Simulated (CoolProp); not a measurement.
Vapour-liquid equilibrium of R134a (1) + dimethyl ether (2) at 0.336 MPa; x and y are mole fractions of (1).

Model: multi-fluid Helmholtz-energy mixture model, Tillner-Roth 1994 and Wu 2011; pair parameters Bell 2016, in CoolProp.

```json
[
 {"x": "0.05", "bubble temperature (K)": "280.2", "y at the bubble point": "0.042", "dew temperature at overall composition x (K)": "280.3", "liquid density (mol/L)": "14.84"},
 {"x": "0.125", "bubble temperature (K)": "280.6", "y at the bubble point": "0.112", "dew temperature at overall composition x (K)": "280.7", "liquid density (mol/L)": "14.64"},
 {"x": "0.2", "bubble temperature (K)": "280.9", "y at the bubble point": "0.189", "dew temperature at overall composition x (K)": "280.9", "liquid density (mol/L)": "14.44"},
 {"x": "0.275", "bubble temperature (K)": "281.0", "y at the bubble point": "0.272", "dew temperature at overall composition x (K)": "281.0", "liquid density (mol/L)": "14.24"},
 {"x": "0.35", "bubble temperature (K)": "281.0", "y at the bubble point": "0.357", "dew temperature at overall composition x (K)": "281.0", "liquid density (mol/L)": "14.05"},
 {"x": "0.425", "bubble temperature (K)": "280.8", "y at the bubble point": "0.444", "dew temperature at overall composition x (K)": "280.8", "liquid density (mol/L)": "13.87"},
 {"x": "0.5", "bubble temperature (K)": "280.5", "y at the bubble point": "0.529", "dew temperature at overall composition x (K)": "280.6", "liquid density (mol/L)": "13.69"},
 {"x": "0.575", "bubble temperature (K)": "280.2", "y at the bubble point": "0.612", "dew temperature at overall composition x (K)": "280.3", "liquid density (mol/L)": "13.51"},
 {"x": "0.65", "bubble temperature (K)": "279.7", "y at the bubble point": "0.692", "dew temperature at overall composition x (K)": "280.0", "liquid density (mol/L)": "13.34"},
 {"x": "0.725", "bubble temperature (K)": "279.2", "y at the bubble point": "0.766", "dew temperature at overall composition x (K)": "279.5", "liquid density (mol/L)": "13.17"},
 {"x": "0.8", "bubble temperature (K)": "278.6", "y at the bubble point": "0.836", "dew temperature at overall composition x (K)": "278.9", "liquid density (mol/L)": "13.00"},
 {"x": "0.875", "bubble temperature (K)": "278.0", "y at the bubble point": "0.902", "dew temperature at overall composition x (K)": "278.3", "liquid density (mol/L)": "12.83"},
 {"x": "0.95", "bubble temperature (K)": "277.4", "y at the bubble point": "0.962", "dew temperature at overall composition x (K)": "277.5", "liquid density (mol/L)": "12.67"}
]
```

y crosses x between x = 0.275 and 0.35: the model has an azeotrope there.

Pair parameters are fitted to limited data, so mixtures are less certain than the pure fluids.
